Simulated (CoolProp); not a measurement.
Dimethyl ether along the isotherm -17.75 °C: fugacity coefficient from the reference equation and from simpler models built on Tc = 127.2 °C, pc = 5337 kPa, ω = 0.196; each cubic takes its own stable root.

Computed with CoolProp (reference Helmholtz-energy equation of state, Wu 2011).

```csv
p (kPa),phase,reference,van der Waals,Redlich-Kwong,Soave-Redlich-Kwong,Peng-Robinson
84.4,gas,0.9733,0.9867,0.9814,0.9799,0.9791
124,gas,0.9608,0.9805,0.9726,0.9705,0.9693
182,liquid,0.7176,0.9713,0.9599,0.7205,0.7261
267,liquid,0.4904,0.9580,0.7250,0.4925,0.4962
392,liquid,0.3352,0.9383,0.4959,0.3368,0.3392
575,liquid,0.2298,0.9094,0.3401,0.2310,0.2324
844,liquid,0.1578,0.7018,0.2338,0.1588,0.1596
1240,liquid,0.1087,0.4870,0.1613,0.1095,0.1099
1820,liquid,0.07535,0.3413,0.1120,0.07599,0.07612
2670,liquid,0.05268,0.2424,0.07854,0.05325,0.05317
3920,liquid,0.03724,0.1754,0.05576,0.03777,0.03754
5750,liquid,0.02681,0.1305,0.04038,0.02732,0.02697
8440,liquid,0.01977,0.1010,0.03004,0.02029,0.01984
12400,liquid,0.01512,0.08277,0.02326,0.01567,0.01510
18200,liquid,0.01221,0.07367,0.01910,0.01283,0.01211
26700,liquid,0.01064,0.07378,0.01706,0.01141,0.01046
```

At some of these states van der Waals, Redlich-Kwong gives the other phase, because its saturation line lies elsewhere.
